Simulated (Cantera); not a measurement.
An adiabatic, constant-pressure homogeneous reactor starts with H2 : O2 : N2 = 1 : 1 : 3.76 (molar parts), equivalence ratio 0.50, at 1550 K and 9.87 atm. Integrator tolerance rtol = 1e-08.

Cantera simulation using the H2/O2 subset of GRI-Mech 3.0, which has no nitrogen chemistry; the numbers are that mechanism's predictions, not measurements. The hydrogen kinetics of GRI-Mech 3.0 are dated; newer H2 mechanisms differ, most at raised pressure.

**Question.** What does this change do: 0.34 parts H2O added?

**Answer.** 
| quantity | before | after |
|---|---|---|
| time of steepest temperature rise | 1.32 µs | 1.55 µs |
| temperature at 0.300 s | 2660 K | 2584 K |
| equilibrium temperature | 2660 K | 2584 K |
| x(H2) at 0.300 s | 0.00234 (gas-phase equilibrium 0.00234) | 0.00219 (gas-phase equilibrium 0.00219) |
| x(O2) at 0.300 s | 0.0908 (gas-phase equilibrium 0.0908) | 0.0858 (gas-phase equilibrium 0.0858) |
| x(O) at 0.300 s | 0.00292 (gas-phase equilibrium 0.00292) | 0.00201 (gas-phase equilibrium 0.00201) |
| x(H2O2) at 0.300 s | 1.66e-6 (gas-phase equilibrium 1.66e-6) | 1.78e-6 (gas-phase equilibrium 1.78e-6) |
| x(OH) at 0.300 s | 0.0142 (gas-phase equilibrium 0.0142) | 0.0127 (gas-phase equilibrium 0.0127) |
| x(HO2) at 0.300 s | 2.68e-5 (gas-phase equilibrium 2.68e-5) | 2.43e-5 (gas-phase equilibrium 2.43e-5) |
| x(H) at 0.300 s | 0.000752 (gas-phase equilibrium 0.000752) | 0.000536 (gas-phase equilibrium 0.000536) |

**Question.** What does this change do: initial temperature 1550 to 1275 K?

**Answer.** 
```tsv
quantity	before	after
time of steepest temperature rise	1.32 µs	7.32 µs
temperature at 0.300 s	2660 K	2455 K
equilibrium temperature	2660 K	2455 K
x(H2) at 0.300 s	0.00234 (gas-phase equilibrium 0.00234)	0.000920 (gas-phase equilibrium 0.000920)
x(O2) at 0.300 s	0.0908 (gas-phase equilibrium 0.0908)	0.0927 (gas-phase equilibrium 0.0927)
x(O) at 0.300 s	0.00292 (gas-phase equilibrium 0.00292)	0.00112 (gas-phase equilibrium 0.00112)
x(H2O2) at 0.300 s	1.66e-6 (gas-phase equilibrium 1.66e-6)	1.14e-6 (gas-phase equilibrium 1.14e-6)
x(OH) at 0.300 s	0.0142 (gas-phase equilibrium 0.0142)	0.00783 (gas-phase equilibrium 0.00783)
x(HO2) at 0.300 s	2.68e-5 (gas-phase equilibrium 2.68e-5)	1.66e-5 (gas-phase equilibrium 1.66e-5)
x(H) at 0.300 s	0.000752 (gas-phase equilibrium 0.000752)	0.000199 (gas-phase equilibrium 0.000199)
```
